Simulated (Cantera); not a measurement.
Charge: 1 mol PbO, 14 mol N2, equilibrated at 475 °C and 1 atm.

These are equilibrium values from Cantera (NASA tables, ideal gas, pure condensed phases), not measurements of a reactor. Candidate condensed phases: Pb, PbO, PbO2, Pb3O4; 12 gas species. Kinetics and transport are ignored.

**Question.** What is the equilibrium state?

**Answer.** 
```
Item                                    Result
-----------------------------------  ---------
x(N2)                                     1.00
n(PbO(red))                           1.00 mol
gas amount                           14.00 mol
log10 activity of Pb(l) (absent)         -3.78
log10 activity of Pb3O4(s) (absent)      -6.65
log10 activity of PbO2(s) (absent)       -7.49
```
